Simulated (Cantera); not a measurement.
Source: NASA polynomial tables (part measured, part estimated), evaluated in Cantera. Values are per mole of reaction as written; species without (g) are pure solids or liquids, kept so even where they would boil at 1 bar.

Ti₃O₅ + H₂O₂(g) → H₂O(g) + 3 TiO₂, with ΔH° = -480.6 kJ and ΔS° = -24.1 J/K at 300 K.

Q: How far is the shortcut ΔG° ≈ ΔH°(300 K) − T·ΔS°(300 K) from the full temperature-dependent value at 2048, 2123, 2198, 2273, 2348, 2423, 2498, 2573, 2648 K?

A: 
```json
[
 {"T (K)": "2048", "shortcut (kJ)": "-431.2", "full (kJ)": "-375.7", "difference (kJ)": "-55.5", "difference in log10 K": "1.42", "condensed phases": "Ti₃O₅(s), TiO₂(rutile)"},
 {"T (K)": "2123", "shortcut (kJ)": "-429.4", "full (kJ)": "-364.2", "difference (kJ)": "-65.2", "difference in log10 K": "1.60", "condensed phases": "Ti₃O₅(l), TiO₂(rutile)"},
 {"T (K)": "2198", "shortcut (kJ)": "-427.6", "full (kJ)": "-358.8", "difference (kJ)": "-68.8", "difference in log10 K": "1.63", "condensed phases": "Ti₃O₅(l), TiO₂(l)"},
 {"T (K)": "2273", "shortcut (kJ)": "-425.8", "full (kJ)": "-354.2", "difference (kJ)": "-71.6", "difference in log10 K": "1.65", "condensed phases": "Ti₃O₅(l), TiO₂(l)"},
 {"T (K)": "2348", "shortcut (kJ)": "-424.0", "full (kJ)": "-349.6", "difference (kJ)": "-74.4", "difference in log10 K": "1.65", "condensed phases": "Ti₃O₅(l), TiO₂(l)"},
 {"T (K)": "2423", "shortcut (kJ)": "-422.1", "full (kJ)": "-345.0", "difference (kJ)": "-77.2", "difference in log10 K": "1.66", "condensed phases": "Ti₃O₅(l), TiO₂(l)"},
 {"T (K)": "2498", "shortcut (kJ)": "-420.3", "full (kJ)": "-340.4", "difference (kJ)": "-79.9", "difference in log10 K": "1.67", "condensed phases": "Ti₃O₅(l), TiO₂(l)"},
 {"T (K)": "2573", "shortcut (kJ)": "-418.5", "full (kJ)": "-335.9", "difference (kJ)": "-82.7", "difference in log10 K": "1.68", "condensed phases": "Ti₃O₅(l), TiO₂(l)"},
 {"T (K)": "2648", "shortcut (kJ)": "-416.7", "full (kJ)": "-331.4", "difference (kJ)": "-85.4", "difference in log10 K": "1.68", "condensed phases": "Ti₃O₅(l), TiO₂(l)"}
]
```
The shortcut ignores heat capacities and the phase changes listed.
